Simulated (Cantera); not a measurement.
Fe₂O₃ + SO₃ + H₂O (roasting and sulfation)

Charge: 1 mol Fe₂O₃, 1.2 mol SO₃, 0.69 mol H₂O, equilibrated at 11.0 mbar.

Cantera equilibrium calculation (NASA polynomials, part measured and part estimated; ideal gas, pure solids and liquids). Candidate condensed phases: Fe, FeO, Fe(OH)₂, Fe(OH)₃, FeS, FeSO₄, FeS₂, Fe₂O₃, Fe₂(SO₄)₃, Fe₃O₄, H₂O, H₂SO₄, S; 22 gas species. Equilibrium is a limit: real reactors are often held back by kinetics, nucleation or transport.

| T (°C) | x SO₂ | x O₂ | x H₂O | x SO₃ | x OH | n Fe₂O₃(s) | n Fe₃O₄(s) |
|---|---|---|---|---|---|---|---|
| 875 | 0.475 | 0.237 | 0.278 | 0.00968 | 7.60e-6 | 1.00 | 0 |
| 925 | 0.477 | 0.239 | 0.278 | 0.00639 | 1.55e-5 | 1.00 | 0 |
| 975 | 0.479 | 0.239 | 0.278 | 0.00435 | 2.98e-5 | 1.00 | 0 |
| 1025 | 0.480 | 0.240 | 0.277 | 0.00305 | 5.45e-5 | 1.00 | 0 |
| 1075 | 0.480 | 0.240 | 0.277 | 0.00219 | 9.54e-5 | 1.00 | 0 |
| 1125 | 0.481 | 0.240 | 0.277 | 0.00162 | 0.000160 | 1.00 | 0 |
| 1175 | 0.481 | 0.240 | 0.277 | 0.00122 | 0.000260 | 1.00 | 0 |
| 1225 | 0.451 | 0.288 | 0.260 | 0.000958 | 0.000414 | 0 | 0.667 |
| 1275 | 0.451 | 0.288 | 0.259 | 0.000749 | 0.000631 | 0 | 0.667 |
| 1325 | 0.451 | 0.288 | 0.259 | 0.000594 | 0.000938 | 0 | 0.667 |
| 1375 | 0.451 | 0.288 | 0.259 | 0.000478 | 0.00136 | 0 | 0.667 |
x: gas mole fraction; n: condensed amount in mol.

From 875 °C to 1175 °C the condensed part is Fe₂O₃(s). From 1225 °C to 1375 °C the condensed part is Fe₃O₄(s).
